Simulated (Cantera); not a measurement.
Cantera run:

```python
import numpy as np
import cantera as ct

gas_names = """
    B BH BH2 BH3 BO BO2 B2 B2O B2O2 B2O3 B3O3H3 H HBO HBO2 HO2 H2 H2O H2O2 H3B3O6 O OH O2 O3
""".split()
cond_names = """
    B(b) B(L) B2O3(L) B3O3H3(cr) H2O(s) H2O(L)
""".split()


# ... load() reads the species with a 1 bar reference pressure and builds the phases ...
atoms = {
    'B2H6': {'B': 2, 'H': 6},
    'H2O': {'H': 2, 'O': 1},
    'O2': {'O': 2},
}
top_T = {}  # K; cautious upper limits of use, not melting points


# ... equilibrate(T, P, feed) seeds the gas with the atoms and calls Mixture.equilibrate('TP', solver="vcs", rtol=1e-11, max_steps=5000) ...
results = []
feed = {'B2H6': 1, 'H2O': 0.85, 'O2': 0.26}  # mol
T = 1573.15  # K
P = 10000  # Pa
mix = equilibrate(T, P, feed)
results.append((T, P, feed, dict(zip(mix.species_names, mix.species_moles))))
print(gas.report(threshold=1e-05))
for i in range(1, mix.n_phases):
    print(f"{mix.phase(i).name:16s} {mix.phase_moles(i):12.5e} mol")
```

Output:

```
       temperature   1573.2 K
          pressure   10000 Pa
           density   0.0023467 kg/m^3
  mean mol. weight   3.0695 kg/kmol
   phase of matter   gas

                          1 kg             1 kmol
                     ---------------   ---------------
          enthalpy        9.7671e+06         2.998e+07  J
   internal energy        5.5058e+06          1.69e+07  J
           entropy             66789        2.0501e+05  J/K
    Gibbs function       -9.5302e+07       -2.9252e+08  J
 heat capacity c_p             11013             33805  J/K
 heat capacity c_v            8304.6             25490  J/K

                      mass frac. Y      mole frac. X     chem. pot. / RT
                     ---------------   ---------------   ---------------
               BH2         8.232e-05          1.97e-05           -23.743
                BO        0.00063609        7.2828e-05            -39.49
              B2O2          0.062271         0.0035648           -78.981
              B2O3          0.020419        0.00090028            -115.8
            B3O3H3          0.055726         0.0020497           -150.09
                 H         4.163e-05        0.00012677           -10.538
               HBO            0.2144          0.023658           -50.029
              HBO2         0.0099093        0.00069418           -86.852
                H2           0.63636           0.96889           -21.077
               H2O        0.00014039         2.392e-05             -57.9
     [  +13 minor]        1.4905e-05        2.8493e-06

B(b)              1.03929e+00 mol
B2O3(L)           4.03048e-01 mol
B3O3H3(cr)        0.00000e+00 mol
```

Method: chemical equilibrium by Gibbs-energy minimisation in Cantera with the NASA 1993 tables (ideal gas, pure condensed phases). The feed counts by its element totals alone. Mutual solubility and eutectic melting of coexisting phases are not modelled. The tables' values for BH2 are old estimates; treat these amounts as uncertain.
